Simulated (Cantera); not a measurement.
A closed system holds: 1 mol SiCl₄, 2.9 mol HCl, 6.4 mol H₂, 2 mol Cl₂, equilibrated at 1302 °C and 0.930 bar.

These are equilibrium values from Cantera (NASA tables, ideal gas, pure condensed phases), not measurements of a reactor. Candidate condensed phases: Si; 19 gas species. The tables' values for SiCl₃ are old estimates; treat these amounts as uncertain. The numbers say what is thermodynamically allowed, not how fast it happens.

Base state: HCl 0.587, H₂ 0.333, SiCl₄ 0.0540, SiCl₃ 0.0133, SiCl₂ 0.00863, SiHCl₃ 0.00408, SiH₂Cl₂ 5.09e-5, Cl 3.48e-5 (mole fractions); condensed: gas only.

Q: What changes in the equilibrium state with this change: temperature from 1302 °C to 550 °C?

A: 
| species | before | after |
|---|---|---|
| HCl | 0.587 | 0.561 |
| H₂ | 0.333 | 0.358 |
| SiCl₄ | 0.0540 | 0.0812 |
| SiCl₃ | 0.0133 | 1.18e-7 |
| SiCl₂ | 0.00863 | <1e-9 |
| Cl | 3.48e-5 | <1e-9 |
| H | 2.49e-5 | <1e-9 |

Q: What changes in the equilibrium state with this change: pressure from 0.930 bar to 4.50 bar?

A: 
| species | before | after |
|---|---|---|
| HCl | 0.587 | 0.575 |
| H₂ | 0.333 | 0.344 |
| SiCl₄ | 0.0540 | 0.0655 |
| SiCl₃ | 0.0133 | 0.00764 |
| SiCl₂ | 0.00863 | 0.00233 |
| Cl | 3.48e-5 | 1.53e-5 |
| H | 2.49e-5 | 1.15e-5 |
| SiH₂Cl₂ | 5.09e-5 | 6.89e-5 |

Q: What changes in the equilibrium state with this change: temperature from 1302 °C to 977 °C?

A: 
```csv
species,before,after
HCl,0.587,0.563
H₂,0.333,0.355
SiCl₄,0.0540,0.0788
SiCl₃,0.0133,0.000693
SiCl₂,0.00863,4.36e-5
Cl,3.48e-5,4.05e-7
H,2.49e-5,2.99e-7
SiH₂Cl₂,5.09e-5,5.40e-6
SiHCl₃,0.00408,0.00177
```
